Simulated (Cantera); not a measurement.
An isothermal, constant-pressure homogeneous reactor starts with NO : N2 = 1.6 : 0.95 (molar parts), at 2075 K and 27.0 Torr.

Cantera simulation using GRI-Mech 3.0 (53 species, 325 reactions); the numbers are that mechanism's predictions, not measurements. Radical loss at walls, strong at low pressure, is not modelled.

x: mole fraction; the columns are a selection and need not sum to one.

```tsv
t (s)	x NO	x O2	x NO2	x N2	x N2O	x O
0.000200	0.627	2.72e-8	3.21e-8	0.373	5.49e-6	___
0.000407	0.627	1.14e-7	1.25e-7	0.373	1.10e-5	___
0.000827	0.627	4.77e-7	4.64e-7	0.373	2.17e-5	___
0.00168	0.627	2.06e-6	1.57e-6	0.373	4.15e-5	___
0.00342	0.627	9.28e-6	4.60e-6	0.373	7.48e-5	___
0.00695	0.627	4.47e-5	1.12e-5	0.373	0.000120	___
0.0141	0.626	0.000218	2.12e-5	0.373	0.000156	___
0.0288	0.624	0.000902	2.96e-5	0.374	0.000159	___
0.0585	0.621	0.00277	3.44e-5	0.376	0.000150	___
0.119	0.612	0.00684	4.02e-5	0.380	0.000143	___
0.242	0.595	0.0156	5.01e-5	0.388	0.000130	___
0.492	0.556	0.0346	6.50e-5	0.408	0.000107	___
1.00	0.475	0.0751	8.04e-5	0.448	7.11e-5	___
```

What belongs in the gaps?


- 0.000200, x O: 5.61e-6
- 0.000407, x O: 1.15e-5
- 0.000827, x O: 2.39e-5
- 0.00168, x O: 5.03e-5
- 0.00342, x O: 0.000109
- 0.00695, x O: 0.000240
- 0.0141, x O: 0.000485
- 0.0288, x O: 0.000755
- 0.0585, x O: 0.000885
- 0.119, x O: 0.000976
- 0.242, x O: 0.00114
- 0.492, x O: 0.00142
- 1.00, x O: 0.00187
